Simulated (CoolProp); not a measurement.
The numbers come from the reference Helmholtz-energy equation of state, Lemmon 2006 in CoolProp. It is a short technical equation, of lower accuracy than the large ones.

Problem. Give the vapour pressure (MPa), vapour density (kg/m³), enthalpy of vaporisation (kJ/kg), liquid cp (kJ/(kg K)) of saturated carbonyl sulfide at 256.1, 280.5 K.

Solution. 
| T (K) | p (MPa) | vapour density (kg/m³) | enthalpy of vaporisation (kJ/kg) | liquid cp (kJ/(kg K)) |
|---|---|---|---|---|
| 256.1 | 0.378 | 11.5 | 285 | 1.23 |
| 280.5 | 0.804 | 23.5 | 263 | 1.30 |
